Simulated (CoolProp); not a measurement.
The fluid at 293.15 K and 2.43 MPa is throttled through a valve to 1.45 MPa with no heat exchange. The same conditions are run with several fluids, on thermodynamics alone (safety and materials aside).

The numbers come from the reference Helmholtz-energy equation of state of each fluid (C2F6 (R116): Lemmon 2006; nitrogen: Span 2000; oxygen: Schmidt 1985; hydrogen chloride: Thol 2018; carbon dioxide: Span 1996) in CoolProp.

| fluid | temperature change (K) | final density (kg/m³) |
|---|---|---|
| C2F6 (R116) | -13.7 | ? |
| nitrogen | ? | 16.8 |
| oxygen | ? | ? |
| hydrogen chloride | ? | 26.1 |
| carbon dioxide | ? | ? |

Task: Fill in the missing entries.

Result: 
- C2F6 (R116), final density (kg/m³): 111
- nitrogen, temperature change (K): -2.1
- oxygen, temperature change (K): -2.6
- oxygen, final density (kg/m³): 19.4
- hydrogen chloride, temperature change (K): -16.3
- carbon dioxide, temperature change (K): -11.9
- carbon dioxide, final density (kg/m³): 30.1
